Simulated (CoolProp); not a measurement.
m-xylene at 471.12 K and 0.102 MPa is compressed adiabatically to 0.653 MPa with isentropic efficiency 0.6. Each further row changes one setting.

The numbers come from the reference Helmholtz-energy equation of state, Zhou 2012 in CoolProp.

| case | work (kJ/kg) | final temperature (K) | final density (kg/m³) |
|---|---|---|---|
| as stated | 111 | 536.2 | 17.6 |
| efficiency 1 | 66.7 | 515.0 | 18.8 |
| efficiency 0.65 | 103 | 532.1 | 17.8 |
